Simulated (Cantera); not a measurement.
Input: 1 mol Ta₂O₅, 30 mol H₂, equilibrated at 1948 K and 75.0 Torr.

These are equilibrium values from Cantera (NASA tables, ideal gas, pure condensed phases), not measurements of a reactor. Candidate condensed phases: H₂O, Ta, Ta₂O₅; 12 gas species. Mutual solubility and eutectic melting of coexisting phases are not modelled. Condensed phases not in the tables: N, O or C dissolved in the metal. The numbers say what is thermodynamically allowed, not how fast it happens.

Base state: H₂ 0.995, H 0.00356, H₂O 0.00144 (mole fractions); condensed: Ta(s) + Ta₂O₅(s).

Problem. What changes in the equilibrium state with this change: 0.96 mol CO₂ added?

Solution. 
```json
[
 {"species": "H₂", "before": "0.995", "after": "0.935"},
 {"species": "CO", "before": "0", "after": "0.0307"},
 {"species": "H₂O", "before": "0.00144", "after": "0.0307"},
 {"species": "CO₂", "before": "0", "after": "0.000230"},
 {"species": "OH", "before": "4.67e-7", "after": "1.03e-5"},
 {"species": "H", "before": "0.00356", "after": "0.00345"},
 {"species": "Ta(s), mol", "before": "0.0173", "after": "0"},
 {"species": "Ta₂O₅(s), mol", "before": "0.991", "after": "1.000"}
]
```
Further candidate phases: C, C₆H₆, C₇H₈, C₈H₁₈, TaC.
